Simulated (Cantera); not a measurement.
Charge: 1 mol SO₂, 0.29 mol H₂, 0.05 mol O₂, equilibrated at 100000 Pa.

Method: chemical equilibrium by Gibbs-energy minimisation in Cantera with the NASA 1993 tables (ideal gas, pure condensed phases). Candidate condensed phases: H₂O, H₂SO₄, S; 34 gas species. Ions and electrons are included (thermal ionisation). Equilibrium is a limit: real reactors are often held back by kinetics, nucleation or transport.

log p: log10 of the partial pressure in bar; nothing condenses.

```tsv
T (K)	log p O	log p SO₂	log p S	log p SO	log p H	log p H₂O	log p O₂	log p OH	log p H₂
3000	-1.66	-0.28	-1.95	-0.78	-1.55	-0.86	-1.43	-1.39	-1.50
3500	-0.83	-0.67	-1.27	-0.60	-1.02	-1.38	-1.05	-1.16	-1.57
4000	?	?	?	?	-0.83	?	?	?	?
4500	-0.29	?	?	?	-0.81	?	?	?	?
5000	-0.26	-3.76	-0.59	-1.75	-0.81	-4.74	-2.20	-2.41	-3.23
```

Question: Complete the blanks.

Answer: 
- 4500, log p SO₂: -2.61
- 4500, log p S: -0.64
- 4500, log p SO: -1.21
- 4500, log p H₂O: -3.65
- 4500, log p O₂: -1.68
- 4500, log p OH: -1.91
- 4500, log p H₂: -2.69
- 4000, log p O: -0.43
- 4000, log p SO₂: -1.47
- 4000, log p S: -0.82
- 4000, log p SO: -0.76
- 4000, log p H₂O: -2.42
- 4000, log p O₂: -1.21
- 4000, log p OH: -1.41
- 4000, log p H₂: -2.06
